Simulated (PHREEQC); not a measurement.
Copper plating or etch bath: an equilibrium model

A solution holds 0.0016 mol CuSO4, 0.082 mol HNO3 and 0.00036 mol NaCl per kg of water, at 50 °C. Closed to the air; pH follows from the charge balance.

Computed with PHREEQC (ion-association model, phreeqc.dat).

```yaml
pH: 1.18
ionic_strength: 0.0860 mol/kgw
specific_conductance: 46700 µS/cm
density: 0.991 g/cm³
total_alkalinity: -82.0 meq/kg
```

```json
[
 {"species": "NO3-", "molality": "0.0820", "activity": "0.0620", "log γ": "-0.121"},
 {"species": "H+", "molality": "0.0806", "activity": "0.0665", "log γ": "-0.083"},
 {"species": "Cu+2", "molality": "0.00159", "activity": "0.000637", "log γ": "-0.396"},
 {"species": "HSO4-", "molality": "0.00135", "activity": "0.00105", "log γ": "-0.107"},
 {"species": "Na+", "molality": "0.000360", "activity": "0.000282", "log γ": "-0.105"},
 {"species": "Cl-", "molality": "0.000358", "activity": "0.000275", "log γ": "-0.114"},
 {"species": "SO4-2", "molality": "0.000239", "activity": "8.97e-5", "log γ": "-0.425"},
 {"species": "CuSO4", "molality": "1.34e-5", "activity": "1.37e-5", "log γ": "0.009"},
 {"species": "CuCl+", "molality": "1.89e-6", "activity": "1.46e-6", "log γ": "-0.113"},
 {"species": "NaSO4-", "molality": "1.86e-7", "activity": "1.47e-7", "log γ": "-0.103"}
]
```

Precipitation was switched off in this run. Constants without temperature data keep their 25 °C values here.
